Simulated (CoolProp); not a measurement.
The fluid at 257.04 K and 0.177 MPa is compressed adiabatically to 0.605 MPa with isentropic efficiency 0.85. The same conditions are run with several fluids, on thermodynamics alone (safety and materials aside).

Values from CoolProp's reference Helmholtz-energy equation of state of each fluid (C2F6 (R116): Lemmon 2006; R143a: Lemmon and Jacobsen 2000; dry air: Lemmon 2000; propylene: Lemmon 2013; sulfur hexafluoride: Guder 2009). Blends and air are pseudo-pure fits.

### Question
Rank C2F6 (R116), R143a, dry air, propylene, sulfur hexafluoride by work (kJ/kg), highest first.

### Answer
dry air (128), propylene (75.6), R143a (36.7), C2F6 (R116) (22.5), sulfur hexafluoride (21.3)

```
fluid                final temperature (K)  final density (kg/m³)
-------------------  ---------------------  ---------------------
C2F6 (R116)                          291.4                   37.1
R143a                                304.5                   22.3
dry air                              384.2                   5.48
propylene                            313.6                   10.6
sulfur hexafluoride                  295.1                   38.9
```
